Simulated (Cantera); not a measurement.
Input: 1 mol Si₂H₆, 5.8 mol H₂O, 2.9 mol H₂, equilibrated at 0.00230 bar.

Cantera equilibrium calculation (NASA polynomials, part measured and part estimated; ideal gas, pure solids and liquids). Candidate condensed phases: H₂O, Si, SiO₂; 18 gas species. The feed counts by its element totals alone. The tables hold silica as quartz up to 1696 K and as liquid above; real silica turns to tridymite and cristobalite and melts near 1996 K. Rates play no part.

x: gas mole fraction; n: condensed amount in mol.

| T (°C) | x H₂ | x H₂O | x SiO | x H | x OH | n SiO₂(α-quartz) | n SiO₂(β-quartz) | n SiO₂(condensed) |
|---|---|---|---|---|---|---|---|---|
| 377 | 0.846 | 0.154 | <1e-12 | <1e-12 | <1e-12 | 2.00 | 0 | 0 |
| 577 | 0.846 | 0.154 | <1e-12 | 3.93e-10 | <1e-12 | 0 | 2.00 | 0 |
| 777 | 0.846 | 0.154 | <1e-12 | 1.56e-7 | ? | 0 | 2.00 | 0 |
| 977 | 0.846 | 0.154 | 6.67e-10 | 9.27e-6 | ? | 0 | 2.00 | 0 |
| 1177 | 0.846 | 0.154 | 9.17e-7 | 0.000181 | ? | 0 | 2.00 | 0 |
| 1377 | 0.844 | 0.154 | 0.000209 | 0.00174 | ? | 0 | 2.00 | 0 |
| 1577 | 0.814 | 0.163 | 0.0123 | 0.0101 | ? | 0 | 0 | 1.85 |

### Question
Complete the blanks.

### Answer

- 777, x OH: 9.03e-11
- 977, x OH: 1.74e-8
- 1177, x OH: 7.91e-7
- 1377, x OH: 1.43e-5
- 1577, x OH: 0.000150
